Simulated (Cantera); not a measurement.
Cantera run, input and output.

```python
import numpy as np
import cantera as ct

gas = ct.Solution("gri30.yaml")
gas.TPX = 2073, 52000, {'NO': 1.9, 'N2': 2.5}
inlet = ct.Reservoir(gas, clone=True)

reactor = ct.IdealGasConstPressureReactor(gas, energy="off", clone=False)
exhaust = ct.Reservoir(gas, clone=True)
tau = [1.5, 0.62, 0.26, 0.11, 0.045, 0.019, 0.0078, 0.0033, 0.0014, 0.00056][0]
for a, b in ((inlet, reactor), (reactor, exhaust)):
    ct.MassFlowController(a, b, mdot=lambda t: reactor.mass / tau)
net = ct.ReactorNet([reactor])
show = ['NO', 'N2O', 'O2', 'N2', 'O', 'NO2']

rows = []
print(f"{'tau/s':>10s}{'T/K':>9s}" + "".join(f"{s:>11s}" for s in show))
for tau in [1.5, 0.62, 0.26, 0.11, 0.045, 0.019, 0.0078, 0.0033, 0.0014, 0.00056]:
    net.initial_time = 0.0
    net.advance(30 * tau)
    before = gas.X
    net.advance(40 * tau)
    drift = np.max(np.abs(gas.X - before) / (gas.X + 1e-9))
    rows.append([gas.T, *gas[show].X, drift])
    print(f"{tau:10.3e}{gas.T:9.1f}" + "".join(f"{x:11.3e}" for x in gas[show].X))
```

It prints:

```
     tau/s      T/K         NO        N2O         O2         N2          O        NO2
 1.500e+00   2073.0  1.373e-01  8.184e-06  1.467e-01  7.152e-01  6.217e-04  1.271e-04
 6.200e-01   2073.0  2.229e-01  2.156e-05  1.040e-01  6.724e-01  5.313e-04  1.748e-04
 2.600e-01   2073.0  3.113e-01  4.308e-05  5.980e-02  6.282e-01  4.170e-04  1.887e-04
 1.100e-01   2073.0  3.741e-01  6.379e-05  2.850e-02  5.969e-01  3.105e-04  1.651e-04
 4.500e-02   2073.0  4.077e-01  7.694e-05  1.177e-02  5.801e-01  2.332e-04  1.314e-04
 1.900e-02   2073.0  4.217e-01  8.216e-05  4.801e-03  5.731e-01  1.902e-04  1.083e-04
 7.800e-03   2073.0  4.277e-01  8.225e-05  1.840e-03  5.701e-01  1.646e-04  9.349e-05
 3.300e-03   2073.0  4.301e-01  7.754e-05  6.779e-04  5.689e-01  1.446e-04  8.172e-05
 1.400e-03   2073.0  4.311e-01  6.691e-05  2.118e-04  5.685e-01  1.179e-04  6.603e-05
 5.600e-04   2073.0  4.315e-01  4.881e-05  4.194e-05  5.683e-01  7.564e-05  4.086e-05
```

Detailed kinetics in Cantera: GRI-Mech 3.0 (53 species, 325 reactions).
